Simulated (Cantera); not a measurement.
A Cantera script and what it prints.

```python
import numpy as np
import cantera as ct

gas_names = """
    OH N2 NH3 H2O ZrO2 NO H2O2
""".split()
cond_names = """
    Zr(a) Zr(b) Zr(L) ZrO2(a) ZrO2(b) ZrO2(L) ZrN(s) ZrN(L)
""".split()


# ... load() reads the species with a 1 bar reference pressure and builds the phases ...
species = {s.name: s for s in load("nasa_gas.yaml", gas_names) + load("nasa_condensed.yaml", cond_names)}
# Each term lists the table entries of one substance; the one whose range holds T is used.
reactions = {
    '6 OH(g) + N2(g) + 3 Zr = 2 NH3(g) + 3 ZrO2':
        [(-6, ['OH']), (-1, ['N2']), (-3, ['Zr(a)', 'Zr(b)', 'Zr(L)']), (2, ['NH3']), (3, ['ZrO2(a)', 'ZrO2(b)', 'ZrO2(L)'])],
    '3 H2O(g) + ZrO2(g) + NO(g) = ZrN + 3 H2O2(g)':
        [(-3, ['H2O']), (-1, ['ZrO2']), (-1, ['NO']), (1, ['ZrN(s)', 'ZrN(L)']), (3, ['H2O2'])],
}


def pick(names, T):
    return next(species[n] for n in names if species[n].thermo.min_temp <= T <= species[n].thermo.max_temp)


results = []
for label, terms in reactions.items():
    print(label)
    print("     T/K   dH/kJ  dS/(J/K)   dG/kJ   log10 K")
    for T in [300, 1348, 1373, 1398, 1423, 1448, 1473]:
        used = [(nu, pick(names, T)) for nu, names in terms]
        dH = sum(nu * s.thermo.h(T) for nu, s in used) / 1e6
        dS = sum(nu * s.thermo.s(T) for nu, s in used) / 1e3
        dG = dH - T * dS / 1e3
        logK = -dG * 1e6 / (ct.gas_constant * T * np.log(10))
        results.append((label, T, dH, dS, dG, logK, [s.name for _, s in used]))
        print(f"{T:8g} {dH:8.1f} {dS:8.1f} {dG:8.1f} {logK:8.2f}")
```

Output:

```
6 OH(g) + N2(g) + 3 Zr = 2 NH3(g) + 3 ZrO2
     T/K   dH/kJ  dS/(J/K)   dG/kJ   log10 K
     300  -3620.4   -874.2  -3358.2   584.70
    1348  -3612.2   -870.5  -2438.8    94.50
    1373  -3611.0   -869.6  -2417.1    91.95
    1398  -3609.8   -868.7  -2395.4    89.50
    1423  -3608.5   -867.8  -2373.6    87.13
    1448  -3607.3   -867.0  -2352.0    84.84
    1473  -3606.1   -866.1  -2330.3    82.63
3 H2O(g) + ZrO2(g) + NO(g) = ZrN + 3 H2O2(g)
     T/K   dH/kJ  dS/(J/K)   dG/kJ   log10 K
     300    146.2   -308.5    238.8   -41.57
    1348    165.9   -287.0    552.8   -21.42
    1373    166.7   -286.5    560.0   -21.30
    1398    167.4   -285.9    567.1   -21.19
    1423    168.1   -285.4    574.3   -21.08
    1448    168.9   -284.9    581.4   -20.97
    1473    169.6   -284.4    588.5   -20.87
```

Cantera with NASA thermochemical tables; ideal gases at 1 bar, condensed phases pure. ZrN: taken at fixed stoichiometry. Condensed species are held in their standard states even where they would react or evaporate.
